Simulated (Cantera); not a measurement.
Input: 1 mol HMDSO, 0.29 mol NO, 5.2 mol CO2, equilibrated at 0.0100 bar.

Equilibrium computed with Cantera from the NASA thermochemical tables; the gas is ideal and each condensed phase is pure. Candidate condensed phases: C, C6H6, C7H8, C8H18, H2O, Si, SiC, SiO2, Si2N2O, Si3N4; 151 gas species. The feed counts by its element totals alone. Mutual solubility and eutectic melting of coexisting phases are not modelled. The tables hold silica as quartz up to 1696 K and as liquid above; real silica turns to tridymite and cristobalite and melts near 1996 K. Gases not in the tables: Si2H6 and higher silanes. Rates play no part.

Problem. What share of the Si ends up in condensed phases as a function of T (K), at 923, 1123, 1323, 1523, 1723, 1923, 2123?

Solution. 
| T (K) | Si condensed (%) | as |
|---|---|---|
| 923 | 100.0 | SiO2(β-quartz) |
| 1123 | 100.0 | SiO2(β-quartz) |
| 1323 | 100.0 | SiO2(β-quartz) |
| 1523 | 87.5 | SiC(s) + SiO2(β-quartz) + Si2N2O(s) |
| 1723 | 37.7 | SiC(s) |
| 1923 | 37.5 | SiC(s) |
| 2123 | 34.6 | SiC(s) |
